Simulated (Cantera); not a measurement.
Standard-state values (1 bar) from the NASA 1993 polynomials, evaluated with Cantera. Values are per mole of reaction as written; species without (g) are pure solids or liquids, kept so even where they would boil at 1 bar.

Q: Between 300 and 2525 K, where is each reaction favourable under standard conditions?
- H2(g) + CaBr2 → Ca(g) + 2 HBr(g)

A: 
- H2(g) + CaBr2 → Ca(g) + 2 HBr(g): ΔG° is 701 kJ at 300 K and 207 kJ at 2525 K; it stays positive (K < 1). ΔH° is 655 kJ and ΔS° 178 J/K at 2525 K.
